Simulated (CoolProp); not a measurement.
50 sccm (0 °C, 1 atm) of nitrogen bubbles through liquid R141b at 289.6 K and leaves saturated at a total pressure of 0.15 MPa (ideal gas phase). Each further row changes one setting.

Computed with CoolProp (reference Helmholtz-energy equation of state, Lemmon 2006). It is a short technical equation, of lower accuracy than the large ones.

```
case                      vapour pressure (kPa)  mole fraction of vapour  delivery (mg/min)  delivery (sccm)  change of delivery for a bath 1 K warmer (%)
------------------------  ---------------------  -----------------------  -----------------  ---------------  --------------------------------------------
as stated                                  56.6                    0.377                158             30.3                                           6.6
bath temperature 294.6 K                    [?]                    0.458                221             42.3                                           [?]
total pressure 0.3 MPa                     56.6                    0.189               60.6             11.6                                           [?]
```

Task: Fill in the missing entries.

Result: 
- bath temperature 294.6 K, vapour pressure (kPa): 68.7
- bath temperature 294.6 K, change of delivery for a bath 1 K warmer (%): 7.4
- total pressure 0.3 MPa, change of delivery for a bath 1 K warmer (%): 5.0
